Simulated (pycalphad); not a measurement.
Source of the numbers: pycalphad with the COST 507 light-alloy database (1999); pressure 1 atm. The data set is of 1999 and partly superseded. Amounts are mole fractions of atoms. Kinetics are ignored, which matters at the lower temperatures.

Q: Give the equilibrium state of Si-58.8C (at.%) at 727 °C.

A: CSI, fraction 0.824, with 50.0 C at.%; GRAPHITE, fraction 0.176, with 100 C at.%.

Q: Give the equilibrium state of Si-58.8C (at.%) at 2827 °C.

A: GRAPHITE, fraction 0.501, with 100 C at.%; LIQUID, fraction 0.499, with 17.4 C at.%.

Database names, with the compositions (at.%) that they take in these runs: CSI: Si 50 C 50.
